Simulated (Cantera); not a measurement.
An isothermal, constant-pressure homogeneous reactor starts with 8.07 % H2, 91.7 % O2, 0.193 % H2O, equivalence ratio 0.044, at 975 K and 10.00 Torr.

Cantera simulation using GRI-Mech 3.0 (53 species, 325 reactions); the numbers are that mechanism's predictions, not measurements. Radical loss at walls, strong at low pressure, is not modelled. The temperature is held fixed by assumption; the heat of reaction is taken as removed at once.

x: mole fraction; the columns are a selection and need not sum to one.

```tsv
t (s)	x H2	x O2	x HO2	x H2O	x O	x OH
0.000600	0.0807	0.917	2.22e-10	0.00193	3.12e-10	1.41e-10
0.00149	0.0807	0.917	7.68e-10	0.00193	7.65e-9	?
0.00369	0.0807	0.917	3.99e-7	0.00195	1.30e-5	?
0.00915	0.00455	0.885	1.04e-5	0.0679	0.0203	?
0.0227	0.000805	0.906	8.67e-6	0.0830	0.00680	?
0.0563	0.000128	0.913	4.51e-6	0.0857	0.00113	?
0.140	1.87e-5	0.914	1.58e-6	0.0860	0.000168	?
0.346	2.86e-6	0.914	4.34e-7	0.0861	2.85e-5	?
0.859	5.03e-7	0.914	1.16e-7	0.0861	6.07e-6	?
2.13	1.10e-7	0.914	3.40e-8	0.0861	1.59e-6	?
5.29	2.99e-8	0.914	1.11e-8	0.0861	4.87e-7	?
13.1	9.39e-9	0.914	3.91e-9	0.0861	1.64e-7	?
32.5	3.23e-9	0.914	1.49e-9	0.0861	5.88e-8	?
80.6	1.17e-9	0.914	6.40e-10	0.0861	2.19e-8	?
200	4.43e-10	0.914	3.67e-10	0.0861	8.41e-9	?
```

Task: Some entries are withheld; supply them.

Result: 
- 0.00149, x OH: 3.24e-9
- 0.00369, x OH: 5.49e-6
- 0.00915, x OH: 0.00279
- 0.0227, x OH: 0.00112
- 0.0563, x OH: 0.000386
- 0.140, x OH: 0.000144
- 0.346, x OH: 5.99e-5
- 0.859, x OH: 2.79e-5
- 2.13, x OH: 1.43e-5
- 5.29, x OH: 7.89e-6
- 13.1, x OH: 4.57e-6
- 32.5, x OH: 2.73e-6
- 80.6, x OH: 1.67e-6
- 200, x OH: 1.03e-6
